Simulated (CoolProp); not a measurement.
Values from CoolProp's reference Helmholtz-energy equation of state, Lemmon 2006. It is a short technical equation, of lower accuracy than the large ones.

Problem. For C3F8 (R218), give the phase and the cp (kJ/(kg K)), conductivity (mW/(m K)) at 166.85 °C and 0.00417 MPa; 166.85 °C and 0.194 MPa.

Solution. 
- 166.85 °C and 0.00417 MPa: gas; cp 0.972, conductivity 24.8
- 166.85 °C and 0.194 MPa: gas; cp 0.976, conductivity 24.9

Thermal conductivity comes from a separate model (Huber 2003), an estimate that may be off by 10 % or more.
